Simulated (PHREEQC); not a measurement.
**Reverse-osmosis permeate (model solution)**

A made-up water analysis in mmol/kgw, 25 °C, pH 6.24, pe 8.9: Na 0.147; K 0.0575; Ca 0.0665; Mg 0.00993; Cl 0.0776; S(6) 0.102; Alkalinity (meq/kgw) 0.0734; Sr 0.00634; Cd 8.17e-05; F 0.000728.

Valence states are taken as typed.

Equilibrium calculation in PHREEQC: ion-association model, wateq4f.dat.

```yaml
ionic_strength: 0.000543 mol/kgw
charge_balance_error: 2.0 %
```

```tsv
species	molality	activity	log γ
Na+	0.000147	0.000143	-0.011
SO4-2	0.000101	9.05e-5	-0.046
CO2	9.31e-5	9.31e-5	0.000
Cl-	7.76e-5	7.56e-5	-0.012
HCO3-	7.39e-5	7.20e-5	-0.011
Ca+2	6.54e-5	5.89e-5	-0.046
K+	5.75e-5	5.59e-5	-0.012
Mg+2	9.74e-6	8.77e-6	-0.045
Sr+2	6.23e-6	5.61e-6	-0.046
CaSO4	1.06e-6	1.06e-6	0.000
F-	7.26e-7	7.07e-7	-0.012
```

This is a speciation only: nothing precipitates in the calculation. Species that the database lacks are ignored.
